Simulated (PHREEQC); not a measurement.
A made-up water analysis in mmol/kgw, 92 °C, pH 3.41, pe 9.6: Na 3.84; K 2.38; Ca 1.57; Mg 0.0332; Cl 3.84; S(6) 3.18; Mn(2) 0.193; Fe(3) 0.00637.

Valence states are taken as typed.

Model: ion-association model, phreeqc.dat, run in PHREEQC.

```tsv
quantity	before	after
ionic strength (mol/kgw)	0.0130	0.0478
SO4-2 (mol/kgw)	0.00236	0.00852
Ca+2 (mol/kgw)	0.00128	0.00445
HSO4- (mol/kgw)	0.000353	0.000983
Mn+2 (mol/kgw)	0.000134	0.000425
Mg+2 (mol/kgw)	1.83e-5	5.32e-5
SI of Jarosite-K (KFe3(SO4)2(OH)6)	-0.90	+2.05
SI of Gypsum (CaSO4:2H2O)	-1.16	-0.36
```

Q: Which change was made?
A) Mg from 0.0332 to 0.0996 mmol/kgw
B) all concentrations times 4 at the same typed pH
C) K from 2.38 to 7.14 mmol/kgw

A: B, all concentrations times 4 at the same typed pH

Precipitation was switched off in this run. Some of these states are supersaturated (in Hematite (slow to form), Goethite (slow to form), Jarosite-K, for instance). At this temperature some constants are extrapolated from 25 °C, and those without enthalpy data are left unchanged.
